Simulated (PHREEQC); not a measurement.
Consider water at 50 °C with 17 mmol/kgw Cu(BF4)2 and 0.25 mmol/kgw HBF4. It is in equilibrium with CO2 at log p = -3.4 (atm). Otherwise closed; pH follows from the charge balance.

All values are PHREEQC results (ion-association model, phreeqc.dat), not measurements.

No solid was allowed to form.

Problem. Estimate the pH, ionic strength.

Solution. pH 2.83; ionic strength 0.0518 mol/kgw.

Problem. In which forms is B present?

Solution. BF4- 85 %, BF3OH- 6.4 %, H3BO3 5.4 %, BF2(OH)2- 2.7 % of the B.

Complexes and solids missing from the database can't appear. Away from 25 °C the constants follow the database's enthalpies or fits; those with neither stay at their 25 °C values. Real BF4- forms and hydrolyses slowly; the run takes it at equilibrium.
